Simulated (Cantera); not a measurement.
Standard-state values (1 bar) from the NASA 1993 polynomials, evaluated with Cantera. Values are per mole of reaction as written; species without (g) are pure solids or liquids, kept so even where they would boil at 1 bar.

Q: Between 1423 and 2923 K, where is each reaction favourable under standard conditions?
- CuF₂(g) = Cu + 2 F(g)

A: 
- CuF₂(g) = Cu + 2 F(g): ΔG° is 287 kJ at 1423 K and 99 kJ at 2923 K; it stays positive (K < 1). ΔH° is 479 kJ and ΔS° 130 J/K at 2923 K.
